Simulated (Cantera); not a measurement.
Cantera run:

```python
import numpy as np
import cantera as ct

gas_names = [...]  # 113 gases of nasa_gas.yaml made of C, Cu, H, O
cond_names = """
    C(gr) C6H6(L) C7H8(L) C8H18(L),n-octa Cu(cr) Cu(L) CuO(s) CuO2H2(s) Cu2O(s) Cu2O(L) H2O(s) H2O(L)
""".split()


# ... load() reads the species with a 1 bar reference pressure and builds the phases ...
atoms = {
    'Cu': {'Cu': 1},
    'CO': {'C': 1, 'O': 1},
    'H2': {'H': 2},
}
top_T = {'C(gr)': 4500, 'CuO(s)': 1390}  # K; cautious upper limits of use, not melting points


# ... equilibrate(T, P, feed) seeds the gas with the atoms and calls Mixture.equilibrate('TP', solver="vcs", rtol=1e-11, max_steps=5000) ...
results = []
feed = {'Cu': 1, 'CO': 17, 'H2': 9}  # mol
P = 620  # Pa
for T in [1225, 1275, 1325, 1375, 1425, 1475, 1525, 1575, 1625, 1675, 1725, 1775, 1825]:
    mix = equilibrate(T, P, feed)
    results.append((T, P, feed, dict(zip(mix.species_names, mix.species_moles))))

top = {s: max(r[3][s] / sum(r[3][g] for g in gas_names) for r in results) for s in gas_names}
cols = sorted((s for s in top if top[s] > 1e-05), key=lambda s: -top[s])[:5]
seen = [c for c in cond_names if any(r[3].get(c, 0) > 1e-12 for r in results)]
print("log10 of partial pressures in bar; condensed amounts in mol")
print(f"{'T/K':>10s}" + "".join(f"{s[:9]:>10s}" for s in cols + seen))
for T, P, feed, n in results:
    ng = sum(n[g] for g in gas_names)
    print(f"{T:10.4g}" + "".join(f"{np.log10(max(n[s] / ng * P / 1e5, 1e-99)):10.3f}" for s in cols)
          + "".join(f"{n.get(c, 0):10.4g}" for c in seen))
```

It prints:

```
log10 of partial pressures in bar; condensed amounts in mol
       T/K        CO        H2        Cu         H       Cu2     C(gr)    Cu(cr)     Cu(L)
      1225    -2.392    -2.668    -7.616    -7.841   -12.040  0.001383    0.9999         0
      1275    -2.392    -2.668    -7.063    -7.467   -11.256 0.0007223    0.9996         0
      1325    -2.392    -2.668    -6.552    -7.121   -10.533 0.0003835    0.9988         0
      1375    -2.392    -2.668    -6.085    -6.799    -9.877 0.0001928         0    0.9965
      1425    -2.392    -2.669    -5.663    -6.500    -9.293 6.628e-05         0    0.9909
      1475    -2.393    -2.669    -5.271    -6.221    -8.749         0         0    0.9775
      1525    -2.393    -2.669    -4.905    -5.961    -8.243         0         0    0.9477
      1575    -2.394    -2.671    -4.563    -5.717    -7.771         0         0    0.8847
      1625    -2.396    -2.673    -4.243    -5.488    -7.328         0         0    0.7577
      1675    -2.400    -2.677    -3.942    -5.274    -6.914         0         0     0.511
      1725    -2.408    -2.685    -3.660    -5.074    -6.525         0         0   0.04549
      1775    -2.409    -2.687    -3.640    -4.882    -6.652         0         0         0
      1825    -2.409    -2.688    -3.640    -4.700    -6.809         0         0         0
```

Method: chemical equilibrium by Gibbs-energy minimisation in Cantera with the NASA 1993 tables (ideal gas, pure condensed phases).
